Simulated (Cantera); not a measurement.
# Adiabatic ignition

An adiabatic, constant-pressure homogeneous reactor starts with H2 : O2 : N2 = 1 : 0.526 : 4.58 (molar parts), at 1373 K and 4.10 bar.

Detailed kinetics in Cantera: GRI-Mech 3.0 (53 species, 325 reactions). The hydrogen kinetics of GRI-Mech 3.0 are dated; newer H2 mechanisms differ, most at raised pressure.

```tsv
t (s)	T (K)	x H2	x O2	x NO	x H2O	x NO2	x N2O	x HO2
3.00e-6	1373	0.164	0.0861	<1e-12	4.06e-6	<1e-12	3.53e-12	9.76e-7
8.42e-6	1420	0.141	0.0760	8.46e-8	0.0176	3.45e-11	1.27e-8	0.000104
2.36e-5	2233	0.0201	0.0124	7.01e-5	0.144	1.92e-8	2.87e-7	9.47e-6
6.62e-5	2403	0.0104	0.00796	0.000119	0.161	3.77e-8	3.59e-7	3.33e-6
0.000186	2457	0.00611	0.00624	0.000185	0.168	5.93e-8	3.79e-7	1.85e-6
0.000521	2464	0.00546	0.00594	0.000319	0.169	1.00e-7	3.74e-7	1.66e-6
0.00146	2464	0.00550	0.00580	0.000666	0.169	2.07e-7	3.72e-7	1.63e-6
0.00410	2462	0.00560	0.00547	0.00147	0.169	4.46e-7	3.68e-7	1.55e-6
0.0115	2459	0.00577	0.00500	0.00270	0.169	7.81e-7	3.69e-7	1.44e-6
0.0323	2457	0.00585	0.00479	0.00325	0.169	9.23e-7	3.73e-7	1.38e-6
0.0906	2457	0.00585	0.00478	0.00327	0.169	9.28e-7	3.73e-7	1.38e-6
0.254	2457	0.00585	0.00478	0.00327	0.169	9.28e-7	3.73e-7	1.38e-6
0.713	2457	0.00585	0.00478	0.00327	0.169	9.28e-7	3.73e-7	1.38e-6
2.00	2457	0.00585	0.00478	0.00327	0.169	9.28e-7	3.73e-7	1.38e-6
```
x: mole fraction; the columns are a selection and need not sum to one.

| Property | Result |
|---|---|
| time of steepest temperature rise | 9.64 µs |
| temperature at 2.00 s | 2457 K |
| equilibrium temperature | 2457 K |
| x(H2) at 2.00 s | 0.00585 (gas-phase equilibrium 0.00585) |
| x(O2) at 2.00 s | 0.00478 (gas-phase equilibrium 0.00478) |
| x(NO) at 2.00 s | 0.00327 (gas-phase equilibrium 0.00327) |
